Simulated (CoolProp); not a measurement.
C2F6 (R116) along the isotherm 35.95 °C: fugacity coefficient from the reference equation and from simpler models built on Tc = 19.9 °C, pc = 3048 kPa, ω = 0.257; each cubic takes its own stable root.

The numbers come from the reference Helmholtz-energy equation of state, Lemmon 2006 in CoolProp. It is a short technical equation, of lower accuracy than the large ones.

| p (kPa) | phase | reference |
|---|---|---|
| 24.1 | gas | 0.9978 |
| 35.4 | gas | 0.9968 |
| 51.9 | gas | 0.9953 |
| 76.2 | gas | 0.9931 |
| 112 | gas | 0.9898 |
| 164 | gas | 0.9851 |
| 241 | gas | 0.9782 |
| 354 | gas | 0.9680 |
| 519 | gas | 0.9532 |
| 762 | gas | 0.9314 |
| 1120 | gas | 0.8996 |
| 1640 | gas | 0.8538 |
| 2410 | gas | 0.7865 |
| 3540 | supercritical | 0.6870 |
| 5190 | supercritical | 0.5456 |
| 7620 | supercritical | 0.4268 |

Task: How far does each simpler model (van der Waals, Peng-Robinson) lie from the reference over these 16 states: mean and median of the absolute difference, and the worst?

Result: 
- van der Waals: mean 0.7 %, median 0.2 %, worst +4.7 % at 35.95 °C and 7620 kPa
- Peng-Robinson: mean 1.2 %, median 0.6 %, worst -3.7 % at 35.95 °C and 3540 kPa
